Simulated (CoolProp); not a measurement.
n-hexane at several states: density (kg/m³) from the reference equation and from simpler models built on Tc = 234.7 °C, pc = 3.044 MPa, ω = 0.300; each cubic takes its own stable root.

Values from CoolProp's reference Helmholtz-energy equation of state, Thol 2019.

```tsv
T (°C)	p (MPa)	phase	reference
231.05	0.226	gas	4.775
100.15	0.276	liquid	580.9
3.95	0.892	liquid	674.5
-71.45	13.9	liquid	745.7
209.75	0.0711	gas	1.541
-14.95	0.0635	liquid	690.2
```

Q: How far does each simpler model (Redlich-Kwong, Soave-Redlich-Kwong) lie from the reference over these 6 states: mean and median of the absolute difference, and the worst?

A: 
- Redlich-Kwong: mean 22.9 %, median 12.8 %, worst -98.6 % at 100.15 °C and 0.276 MPa
- Soave-Redlich-Kwong: mean 7.2 %, median 10.3 %, worst -11.9 % at -71.45 °C and 13.9 MPa

At some of these states Redlich-Kwong gives the other phase, because its saturation line lies elsewhere.
